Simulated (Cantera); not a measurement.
Feed: 1 mol Si2Cl6, 41 mol H2, equilibrated at 1575 K and 1.00 bar.

Equilibrium computed with Cantera from the NASA thermochemical tables; the gas is ideal and each condensed phase is pure. Candidate condensed phases: Si; 19 gas species. The feed counts by its element totals alone. The tables' values for SiCl3 are old estimates; treat these amounts as uncertain. The numbers say what is thermodynamically allowed, not how fast it happens.

Base state: H2 0.896, HCl 0.0761, SiCl2 0.0219, SiCl3 0.00277, SiHCl3 0.00144, SiCl4 0.000917, SiH2Cl2 0.000374, H 3.93e-5 (mole fractions); condensed: Si(s).

Task: What changes in the equilibrium state with this change: H2 from 41 to 400 mol?

Result: 
```csv
species,before,after
H2,0.896,0.986
HCl,0.0761,0.0135
SiCl2,0.0219,0.000630
SiCl4,0.000917,7.59e-7
SiCl3,0.00277,1.35e-5
SiHCl3,0.00144,7.38e-6
"Si(s), mol",0.798,1.73
```
